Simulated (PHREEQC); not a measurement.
Make-up at 20 °C: 0.0056 mol/kgw CuCl2, 0.033 mol/kgw H2SO4 and 0.037 mol/kgw H3BO3. Closed to the air; pH follows from the charge balance.

Model: ion-association model, wateq4f.dat, run in PHREEQC.

No solid was allowed to form.

Predict the pH.

pH 1.41.

In which forms is Cu present?

Cu+2 70 %, CuSO4 29 %, CuCl+ 0.7 % of the Cu.
